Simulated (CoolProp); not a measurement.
The fluid at 298.15 K and 1.56 MPa is throttled through a valve to 0.886 MPa with no heat exchange. The same conditions are run with several fluids, on thermodynamics alone (safety and materials aside).

Computed with CoolProp (reference Helmholtz-energy equation of state of each fluid (dimethyl carbonate: Zhou 2011; n-decane: Lemmon 2006; R245ca: Zhou 2016; ammonia: Gao 2020; cyclopropane: Polt 1992)). The equations of Platzer and Polt are older, rougher fits.

| fluid | temperature change (K) | final phase | final density (kg/m³) |
|---|---|---|---|
| dimethyl carbonate | +0.2 | liquid | 1060 |
| n-decane | +0.3 | liquid | 727 |
| R245ca | +0.2 | liquid | 1390 |
| ammonia | -4.0 | two-phase, vapour fraction 0.016 | 253 |
| cyclopropane | +0.1 | liquid | 619 |
